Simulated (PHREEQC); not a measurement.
# Metal-bearing waste water

Make-up at 32 °C: 0.0044 mol/kgw MnSO4, 0.0033 mol/kgw HCl and 0.2 mol/kgw Na2SO4. Closed to the air; pH follows from the charge balance.

Equilibrium calculation in PHREEQC: ion-association model, phreeqc.dat.

Each row changes one thing in this solution. Precipitation was switched off in this run.

```tsv
case	pH	ionic strength (mol/kgw)	Na+ (mol/kgw)	SO4-2 (mol/kgw)	NaSO4- (mol/kgw)	HSO4- (mol/kgw)	SI of Halite (NaCl)
as made	3.25	0.496	0.345	0.144	0.0548	0.00256	-4.85
Na2SO4 from 0.2 to 0.02 mol/kgw	2.85	0.0671	0.0384	0.0193	0.00162	0.00162	-5.67
diluted 5-fold with water	3.67	0.112	0.0751	[?]	[?]	0.000397	[?]
temperature from 32 to 80 °C	3.67	0.486	0.341	0.140	0.0586	0.00301	-4.93
0.01 mol/kgw HBr added	2.63	0.495	0.347	0.139	0.0530	0.0102	-4.85
MnSO4 from 0.0044 to 0.0066 mol/kgw	3.25	0.500	0.345	0.145	[?]	0.00257	[?]
```

Q: Some entries are withheld; supply them.

A: 
- diluted 5-fold with water, SO4-2 (mol/kgw): 0.0352
- diluted 5-fold with water, NaSO4- (mol/kgw): 0.00489
- diluted 5-fold with water, SI of Halite (NaCl): -6.11
- MnSO4 from 0.0044 to 0.0066 mol/kgw, NaSO4- (mol/kgw): 0.0550
- MnSO4 from 0.0044 to 0.0066 mol/kgw, SI of Halite (NaCl): -4.86

Constants without temperature data keep their 25 °C values here.
